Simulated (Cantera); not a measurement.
# Adiabatic ignition

An adiabatic, constant-pressure homogeneous reactor starts with 8.26 % CO, 6.44 % H2, 17.9 % O2, 67.4 % N2, at 1175 K and 101000 Pa.

Cantera simulation using GRI-Mech 3.0 (53 species, 325 reactions); the numbers are that mechanism's predictions, not measurements.

```
t (s)     T (K)     x CO      x H2   x O2      x OH       x H
--------  -----  -------  --------  -----  --------  --------
3.00e-6    1175   0.0826    0.0644  0.179  5.50e-10   2.26e-9
1.19e-5    1175   0.0826    0.0644  0.179   8.54e-9   3.43e-8
4.75e-5    1175   0.0826    0.0642  0.179   2.54e-5   9.56e-5
0.000189   1948   0.0183   0.00292  0.114   0.00959   0.00538
0.000754   2192  0.00476  0.000657  0.113   0.00587  0.000428
0.00300    2234  0.00198  0.000283  0.113   0.00402  0.000116
0.0119     2234  0.00195  0.000279  0.113   0.00399  0.000114
0.0475     2231  0.00192  0.000276  0.112   0.00394  0.000111
0.189      2224  0.00185  0.000266  0.110   0.00381  0.000105
0.754      2218  0.00179  0.000259  0.109   0.00371  0.000100
3.00       2217  0.00179  0.000259  0.109   0.00371   9.99e-5
```
x: mole fraction; the columns are a selection and need not sum to one.

```
Quantity                                                              Result
---------------------------------  -----------------------------------------
time of steepest temperature rise                                    76.3 µs
temperature at 3.00 s                                                 2217 K
equilibrium temperature                                               2217 K
x(CO) at 3.00 s                      0.00179 (gas-phase equilibrium 0.00179)
x(H2) at 3.00 s                    0.000259 (gas-phase equilibrium 0.000259)
x(O2) at 3.00 s                          0.109 (gas-phase equilibrium 0.109)
```
